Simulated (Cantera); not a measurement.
Input: 1 mol Fe, 0.031 mol SO2, 13 mol N2, at 1723.15 K and 0.00140 bar.

Equilibrium computed with Cantera from the NASA thermochemical tables; the gas is ideal and each condensed phase is pure. Candidate condensed phases: Fe, FeO, FeS, FeSO4, FeS2, Fe2O3, Fe2(SO4)3, Fe3O4, S; 19 gas species. Mutual solubility and eutectic melting of coexisting phases are not modelled. The tables' stoichiometric FeO is somewhat more stable than real wüstite, so its field is too wide. FeO: taken at fixed stoichiometry. The numbers say what is thermodynamically allowed, not how fast it happens.

Base state: N2 0.991, Fe 0.00653, SO2 0.000932, SO 0.000633, S2 0.000308, S 0.000182, FeO 2.80e-5 (mole fractions); condensed: Fe(δ) + FeO(l).

Q: What changes in the equilibrium state with this change: temperature from 1723.15 K to 1525 K?

A: 
```csv
species,before,after
N2,0.991,0.998
S2,0.000308,0.000892
SO2,0.000932,0.000377
Fe,0.00653,0.000181
FeO,2.80e-5,3.43e-7
S,0.000182,4.32e-5
SO,0.000633,0.000175
"Fe(δ), mol",0.885,0
"FeO(l), mol",0.0288,0
"Fe(γ), mol",0,0.948
"FeO(s), mol",0,0.0499
```
